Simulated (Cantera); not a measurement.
Feed: 1 mol B₂O₃, 6.3 mol F₂, 2.1 mol H₂, at 1550 °C and 0.100 bar.

Cantera equilibrium calculation (NASA polynomials, part measured and part estimated; ideal gas, pure solids and liquids). Candidate condensed phases: B, B₂O₃, B₃O₃H₃, H₂O; 43 gas species. Kinetics and transport are ignored.

Base state: HF 0.416, F 0.237, BF₃ 0.198, O₂ 0.148, O 0.000184, F₂ 7.01e-5, FO 1.23e-5 (mole fractions); condensed: gas only.

Problem. What changes in the equilibrium state with this change: temperature from 1550 °C to 600 °C?

Solution. 
| species | before | after |
|---|---|---|
| HF | 0.416 | 0.466 |
| BF₃ | 0.198 | 0.222 |
| O₂ | 0.148 | 0.166 |
| F | 0.237 | 0.0255 |
| F₂ | 7.01e-5 | 0.120 |
| O | 0.000184 | <1e-9 |
| FO | 1.23e-5 | 2.09e-7 |
| FO₂ | 6.49e-7 | 1.12e-5 |
